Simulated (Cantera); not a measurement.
An isothermal, constant-pressure homogeneous reactor starts with 80.4 % NH3, 19.3 % H2, 0.306 % N2, at 1975 K and 20.0 Torr.

Model: the gas-phase N/H chemistry of the illustrative SiF4/NH3 mechanism in the Surface Chemkin manual (1991), integrated in Cantera. Walls and surfaces, which speed up NH3 decomposition in real reactors, are not modelled.

x: mole fraction; the columns are a selection and need not sum to one.

```csv
t (s),x NH3,x H2,x N2H4,x H,x N2,x NH2,x N
2.00e-6,0.804,0.193,<1e-12,2.37e-7,0.00306,4.53e-7,<1e-12
1.12e-5,0.804,0.193,<1e-12,5.84e-7,0.00306,3.28e-6,<1e-12
6.26e-5,0.804,0.193,5.19e-12,1.95e-6,0.00306,1.96e-5,<1e-12
0.000350,0.804,0.193,1.83e-10,9.54e-6,0.00306,0.000111,6.18e-10
0.00196,0.803,0.193,5.33e-9,5.00e-5,0.00308,0.000593,1.01e-7
0.0110,0.795,0.199,2.15e-8,0.000104,0.00514,0.00119,6.43e-7
0.0613,0.745,(withheld),(withheld),(withheld),(withheld),0.00113,(withheld)
0.343,(withheld),(withheld),(withheld),(withheld),(withheld),(withheld),(withheld)
1.92,0.133,0.678,1.80e-9,0.000610,0.188,0.000345,1.02e-6
10.7,0.000164,0.770,<1e-12,0.00577,0.224,3.55e-6,7.87e-7
60.0,1.76e-6,0.769,<1e-12,0.00740,0.224,4.87e-8,1.79e-8
```

**Question.** Complete the blanks.

**Answer.** 
- 0.0613, x H2: 0.235
- 0.0613, x N2H4: 1.95e-8
- 0.0613, x H: 0.000125
- 0.0613, x N2: 0.0188
- 0.0613, x N: 7.04e-7
- 0.343, x NH3: 0.534
- 0.343, x H2: 0.388
- 0.343, x N2H4: 1.21e-8
- 0.343, x H: 0.000226
- 0.343, x N2: 0.0770
- 0.343, x NH2: 0.000895
- 0.343, x N: 8.81e-7
